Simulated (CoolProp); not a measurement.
Properties of methanol along the isotherm 346.85 °C (Tc = 240.2 °C, pc = 8216 kPa, ω = 0.565).

Values from CoolProp's reference Helmholtz-energy equation of state, de Reuck 1993.

```tsv
p (kPa)	phase	cp (kJ/(kg K))	cv (kJ/(kg K))	speed of sound (m/s)	conductivity (mW/(m K))	fugacity coefficient
10300	supercritical	3.489	2.702	356.6	78.0	0.8047
20500	supercritical	5.902	3.231	334.4	119	0.6521
30800	supercritical	5.646	3.278	419.5	153	0.5431
41100	supercritical	5.138	3.295	521.5	165	0.4786
51300	supercritical	4.859	3.305	609.2	172	0.4406
61600	supercritical	4.674	3.307	690.5	176	0.4173
71900	supercritical	4.549	3.303	765.2	180	0.4035
82200	supercritical	4.460	3.296	834.2	183	0.3963
```

The peak of cp marks the crossing from liquid-like to gas-like fluid above the critical point.

Thermal conductivity comes from a separate model (Sykioti 2013).
